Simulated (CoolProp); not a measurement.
The fluid at 249.82 K and 1.8 MPa is throttled through a valve to 1 MPa with no heat exchange. The same conditions are run with several fluids, on thermodynamics alone (safety and materials aside).

Model: reference Helmholtz-energy equation of state of each fluid (oxygen: Schmidt 1985; fluorine: de Reuck 1990; carbon monoxide: Lemmon 2006; dry air: Lemmon 2000; nitrogen: Span 2000), in CoolProp. Blends and air are pseudo-pure fits.

**Question.** Rank oxygen, fluorine, carbon monoxide, dry air, nitrogen by temperature change (K), highest first.

**Answer.** fluorine (-2.1), nitrogen (-2.4), dry air (-2.5), carbon monoxide (-2.8), oxygen (-3.0)

| fluid | final density (kg/m³) |
|---|---|
| oxygen | 15.8 |
| fluorine | 18.6 |
| carbon monoxide | 13.8 |
| dry air | 14.2 |
| nitrogen | 13.7 |
